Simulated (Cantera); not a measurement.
Input: 1 mol HMDSO, 0.89 mol NO, 8 mol N2, 0.11 mol CO2, at 1775 K.

These are equilibrium values from Cantera (NASA tables, ideal gas, pure condensed phases), not measurements of a reactor. Candidate condensed phases: C, C6H6, C7H8, C8H18, H2O, Si, SiC, SiO2, Si2N2O, Si3N4; 151 gas species. The feed counts by its element totals alone. Kinetics and transport are ignored.

x: gas mole fraction; n: condensed amount in mol.

```tsv
P (Pa)	x H2	x N2	x CO	x H	x HCN	x Si	x SiO	n C(graphite)	n SiC(s)	n Si2N2O(s)
5	0.439	0.424	0.106	0.0271	0.00234	0.000942	0.000546	1.99	1.97	0
21	0.449	0.428	0.107	0.0134	0.00238	0.000224	0.000551	1.98	1.98	0
85	0.454	0.429	0.107	0.00669	0.00240	5.54e-5	0.000552	1.97	1.99	0
350	0.457	0.430	0.107	0.00331	0.00240	1.35e-5	0.000553	1.97	1.99	0
1400	0.458	0.430	0.107	___	0.00241	___	0.000554	1.97	1.99	0
5900	0.458	0.430	0.107	___	0.00241	___	0.000554	1.97	1.99	0
24000	0.459	0.431	0.107	0.000400	0.00241	1.96e-7	0.000554	1.97	1.99	0
100000	0.511	0.423	0.0631	0.000207	0.00252	3.10e-8	0.000214	4.95	0	0.998
```

Question: Complete the blanks.

Answer: 
- 1400, x H: 0.00165
- 1400, x Si: 3.36e-6
- 5900, x H: 0.000807
- 5900, x Si: 7.98e-7
